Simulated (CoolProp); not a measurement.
Properties of fluorine along the isotherm 146.8 K (Tc = 144.4 K, pc = 5240 kPa, ω = 0.045).

Values from CoolProp's reference Helmholtz-energy equation of state, de Reuck 1990.

```tsv
p (kPa)	phase	Z	speed of sound (m/s)	isothermal compressibility (1/MPa)	expansivity (1/kK)	fugacity coefficient
63.2	gas	0.9963	211.5	15.88	6.893	0.9963
112	gas	0.9934	211.2	8.989	6.957	0.9934
200	gas	0.9881	210.6	5.061	7.075	0.9882
356	gas	0.9786	209.5	2.872	7.291	0.9790
632	gas	0.9613	207.6	1.648	7.704	0.9627
1120	gas	0.9294	204.1	0.9652	8.542	0.9340
2000	gas	0.8670	197.3	0.5864	10.55	0.8823
3560	gas	0.7351	184.4	0.4131	17.69	0.7908
6320	supercritical	0.2507	215.1	0.1859	68.65	0.6103
11200	supercritical	0.3491	379.3	0.02062	13.94	0.4062
20000	supercritical	0.5578	501.1	0.008312	7.670	0.2943
```
